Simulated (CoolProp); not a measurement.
Model: reference Helmholtz-energy equation of state, Thol 2022, in CoolProp.

Problem. Give the vapour pressure (kPa), liquid density (kg/m³), vapour density (kg/m³) of saturated vinyl chloride at 285.5, 354.5 K.

Solution. 
```tsv
T (K)	p (kPa)	liquid density (kg/m³)	vapour density (kg/m³)
285.5	266	923	7.42
354.5	1600	781	42.5
```
